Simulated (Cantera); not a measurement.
## Sublimation and decomposition of ceramics: Si3N4 + C + H2

Input: 1 mol Si3N4, 0.044 mol C, a varied amount of H2, equilibrated at 1852 °C and 2.20 Pa.

Equilibrium computed with Cantera from the NASA thermochemical tables; the gas is ideal and each condensed phase is pure. Candidate condensed phases: C, C6H6, C7H8, C8H18, Si, SiC, Si3N4; 105 gas species. The tables' values for SiN are old estimates; treat these amounts as uncertain. Kinetics and transport are ignored.

```json
[
 {"n(H2) (mol)": "0.059", "x Si": "0.577", "x N2": "0.393", "x H": "0.0215", "x H2": "0.000773"},
 {"n(H2) (mol)": "0.11", "x Si": "0.567", "x N2": "0.386", "x H": "0.0375", "x H2": "0.00235"},
 {"n(H2) (mol)": "0.16", "x Si": "0.557", "x N2": "0.379", "x H": "0.0516", "x H2": "0.00444"},
 {"n(H2) (mol)": "0.21", "x Si": "0.548", "x N2": "0.373", "x H": "0.0643", "x H2": "0.00689"},
 {"n(H2) (mol)": "0.26", "x Si": "0.540", "x N2": "0.367", "x H": "0.0759", "x H2": "0.00961"},
 {"n(H2) (mol)": "0.3", "x Si": "0.533", "x N2": "0.363", "x H": "0.0846", "x H2": "0.0119"},
 {"n(H2) (mol)": "0.35", "x Si": "0.526", "x N2": "0.357", "x H": "0.0947", "x H2": "0.0150"},
 {"n(H2) (mol)": "0.4", "x Si": "0.518", "x N2": "0.352", "x H": "0.104", "x H2": "0.0181"},
 {"n(H2) (mol)": "0.45", "x Si": "0.511", "x N2": "0.347", "x H": "0.113", "x H2": "0.0214"},
 {"n(H2) (mol)": "0.5", "x Si": "0.504", "x N2": "0.343", "x H": "0.122", "x H2": "0.0247"},
 {"n(H2) (mol)": "0.55", "x Si": "0.498", "x N2": "0.338", "x H": "0.130", "x H2": "0.0280"},
 {"n(H2) (mol)": "0.6", "x Si": "0.491", "x N2": "0.334", "x H": "0.137", "x H2": "0.0313"}
]
```
x: gas mole fraction; nothing condenses.

From 0.059 mol H2 to 0.6 mol H2 nothing is condensed. The main Si-bearing gas is Si throughout.
